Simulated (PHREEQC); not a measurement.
Make-up at 5 °C: 5.8 mmol/kgw H2SO4 and 19 mmol/kgw MnSO4. Closed to the air; pH follows from the charge balance.

Equilibrium calculation in PHREEQC: Pitzer model, pitzer.dat.

This is a speciation only: nothing precipitates in the calculation.

Task: What pH does the model give?

Result: pH 2.18.

Task: In which forms is S present?

Result: SO4-2 87 %, HSO4- 13 % of the S.

Away from 25 °C the constants follow the database's enthalpies or fits; those with neither stay at their 25 °C values.
